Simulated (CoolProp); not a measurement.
Properties of carbon dioxide along the isobar 3840 kPa.

Values from CoolProp's reference Helmholtz-energy equation of state, Span 1996.

```
T (°C)   phase  cp (kJ/(kg K))  speed of sound (m/s)  expansivity (1/kK)
------  ------  --------------  --------------------  ------------------
-2.55   liquid           2.425                 571.6               6.598
9.75       gas           1.713                 218.6               11.42
22.05      gas           1.406                 232.3               8.268
34.35      gas           1.267                 243.1               6.694
46.65      gas           1.188                 252.5               5.717
58.85      gas           1.140                 260.8               5.044
71.15      gas           1.108                 268.4               4.538
83.45      gas           1.086                 275.4               4.145
95.75      gas           1.072                 282.1               3.828
108.05     gas           1.062                 288.3               3.566
120.35     gas           1.056                 294.3               3.346
132.65     gas           1.053                 300.0               3.157
144.95     gas           1.051                 305.5               2.992
157.25     gas           1.051                 310.7               2.847
```
